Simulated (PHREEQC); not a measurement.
Synthetic water in mmol/kgw, 22 °C, pH 6.77, pe 10.9: Na 0.0011; K 0.000735; Ca 8.71e-05; Mg 7.7e-05; Cl 0.000713; S(6) 6.11e-05; Alkalinity (meq/kgw) 0.00135; Pb 4.27e-06.

Valence states are taken as typed.

Model: ion-association model, wateq4f.dat, run in PHREEQC.

This is a speciation only: nothing precipitates in the calculation.

Order these Pb species by the share of Pb that they hold, largest first: PbOH+, PbCO3, Pb+2, PbHCO3+.

Pb+2 (89 %), PbOH+ (10 %), PbCO3 (0.59 %), PbHCO3+ (0.10 %)

The pH is 6.77 and the ionic strength 2.58e-6 mol/kgw. Complexes and solids missing from the database can't appear.
